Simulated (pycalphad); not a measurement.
**Effect of Cu content in Si-Cu**

All values are pycalphad results on the COST 507 light-alloy database (1999) (1 atm), not direct measurements. The data set is of 1999 and partly superseded. Phase fractions are per mole of atoms.

One of these alloys has its liquidus at 1153 °C, its solidus at 801 °C, and holds CU19SI6_ETA 0.52, diamond (Si) 0.48 at 377 °C. Which?
A) Si-76.47Cu (wt.%)
B) Si-59.43Cu (wt.%)
C) Si-89.26Cu (wt.%)

B, Si-59.43Cu (wt.%). The others: Si-76.47Cu (wt.%), liquidus 975, solidus 801; Si-89.26Cu (wt.%), liquidus 847, solidus 816

Database names, with the compositions (at.%) that they take in these runs: CU19SI6_ETA: Cu 76 Si 24.
